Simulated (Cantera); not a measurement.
What does this Cantera script print?

```python
import numpy as np
import cantera as ct

gas_names = """
    CL CLO CL2 N NO NO2 NO3 N2 N2O O O2 O3 Si SiCL SiCL2 SiCL3 SiCL4 SiN SiO SiO2 Si2 Si2N Si3
""".split()
cond_names = """
    Si(cr) Si(L) SiO2(Lqz) SiO2(hqz) SiO2(L) Si2N2O(s) Si3N4(a)
""".split()


def load(file, names, dense=False):
    # The tables refer to 1 bar. Condensed volumes are neglected.
    table = {s.name: s for s in ct.Species.list_from_file(file)}
    out = []
    for n in names:
        d = dict(table[n].input_data)
        d["thermo"] = dict(d["thermo"], **{"reference-pressure": 1e5})
        if dense:
            d["equation-of-state"] = {"model": "constant-volume", "density": "1e6 g/cm^3"}
        out.append(ct.Species.from_dict(d))
    return out


gas = ct.Solution(thermo="ideal-gas", species=load("nasa_gas.yaml", gas_names))
cond = {s.name: ct.Solution(thermo="fixed-stoichiometry", species=[s], name=s.name)
        for s in load("nasa_condensed.yaml", cond_names, dense=True)}
atoms = {
    'SiCl4': {'Si': 1, 'CL': 4},
    'NO': {'N': 1, 'O': 1},
}
top_T = {'Si2N2O(s)': 2100, 'Si3N4(a)': 2400}  # K; cautious upper limits of use, not melting points


def equilibrate(T, P, feed):
    n = {}
    for name, mol in feed.items():
        for a, k in atoms[name].items():
            n[a] = n.get(a, 0.0) + k * mol
    gas.TPX = T, P, n
    mass = sum(n.values()) * gas.mean_molecular_weight
    gas.equilibrate("TP")
    valid = [c for c in cond.values() if c.min_temp <= T <= top_T.get(c.name, c.max_temp)]
    mix = ct.Mixture([(gas, mass / gas.mean_molecular_weight)] + [(c, 0.0) for c in valid])
    mix.T, mix.P = T, P
    mix.equilibrate("TP", solver="vcs", rtol=1e-11, max_steps=5000)
    return mix


results = []
T = 1075  # K
P = 34  # Pa
for m in [0.43, 0.55, 0.72, 0.93, 1.2, 1.6, 2, 2.6, 3.4]:
    feed = {'SiCl4': 1, 'NO': m}  # mol
    mix = equilibrate(T, P, feed)
    results.append((T, P, feed, dict(zip(mix.species_names, mix.species_moles))))
    x = sorted(zip(gas.X, gas.species_names), reverse=True)
    print(f"T = {T:g} K  P = {P:g} Pa  n(NO) = {m:g} mol  gas = {mix.phase_moles(0):.4g} mol")
    print("   x: " + "  ".join(f"{s} {v:.3e}" for v, s in x if v > 0.0001))
    print("   condensed (mol): " + ("  ".join(f"{mix.phase(i).name} {mix.phase_moles(i):.4g}"
          for i in range(1, mix.n_phases) if mix.phase_moles(i) > 1e-12) or "none"))
```

Result:

```
T = 1075 K  P = 34 Pa  n(NO) = 0.43 mol  gas = 1.453 mol
   x: SiCL4 5.403e-01  CL2 2.801e-01  N2 1.480e-01  CL 3.168e-02
   condensed (mol): SiO2(hqz) 0.215
T = 1075 K  P = 34 Pa  n(NO) = 0.55 mol  gas = 1.577 mol
   x: SiCL4 4.597e-01  CL2 3.315e-01  N2 1.744e-01  CL 3.446e-02
   condensed (mol): SiO2(hqz) 0.275
T = 1075 K  P = 34 Pa  n(NO) = 0.72 mol  gas = 1.753 mol
   x: CL2 3.920e-01  SiCL4 3.651e-01  N2 2.054e-01  CL 3.748e-02
   condensed (mol): SiO2(hqz) 0.36
T = 1075 K  P = 34 Pa  n(NO) = 0.93 mol  gas = 1.97 mol
   x: CL2 4.520e-01  SiCL4 2.716e-01  N2 2.361e-01  CL 4.025e-02
   condensed (mol): SiO2(hqz) 0.465
T = 1075 K  P = 34 Pa  n(NO) = 1.2 mol  gas = 2.248 mol
   x: CL2 5.123e-01  N2 2.669e-01  SiCL4 1.779e-01  CL 4.285e-02
   condensed (mol): SiO2(hqz) 0.6
T = 1075 K  P = 34 Pa  n(NO) = 1.6 mol  gas = 2.661 mol
   x: CL2 5.786e-01  N2 3.007e-01  SiCL4 7.517e-02  CL 4.553e-02
   condensed (mol): SiO2(hqz) 0.8
T = 1075 K  P = 34 Pa  n(NO) = 2 mol  gas = 3.073 mol
   x: CL2 6.271e-01  N2 3.254e-01  CL 4.740e-02
   condensed (mol): SiO2(hqz) 1
T = 1075 K  P = 34 Pa  n(NO) = 2.6 mol  gas = 3.68 mol
   x: CL2 5.219e-01  N2 3.533e-01  O2 8.151e-02  CL 4.324e-02
   condensed (mol): SiO2(hqz) 1
T = 1075 K  P = 34 Pa  n(NO) = 3.4 mol  gas = 4.488 mol
   x: CL2 4.261e-01  N2 3.788e-01  O2 1.560e-01  CL 3.907e-02
   condensed (mol): SiO2(hqz) 1
```

These are equilibrium values from Cantera (NASA tables, ideal gas, pure condensed phases), not measurements of a reactor.
